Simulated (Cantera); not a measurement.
Mixture: CO : H₂ : O₂ : N₂ : CO₂ = 1 : 1.5 : 2.08 : 7.83 : 3.7 (molar parts), at 4.93 atm, adiabatic and at constant pressure. Ignition delay is the time to a rise of 400 K.

Detailed kinetics in Cantera: GRI-Mech 3.0 (53 species, 325 reactions). The hydrogen kinetics of GRI-Mech 3.0 are dated; newer H2 mechanisms differ, most at raised pressure.

At T0 = 1400 K, what is the delay, and which 7 reactions control it most (d ln τ / d ln k, from doubling and halving each rate constant)?

The delay is 8.73 µs.
```csv
reaction,d ln τ / d ln k,faster rate
H + O2 <=> O + OH,-0.57,shortens it
H2 + O <=> H + OH,-0.22,shortens it
H2 + OH <=> H + H2O,-0.11,shortens it
H + O2 + H2O <=> HO2 + H2O,-0.07,shortens it
H + O2 + M <=> HO2 + M,0.05,lengthens it
H + HO2 <=> 2 OH,-0.03,shortens it
H + O2 + N2 <=> HO2 + N2,0.03,lengthens it
```
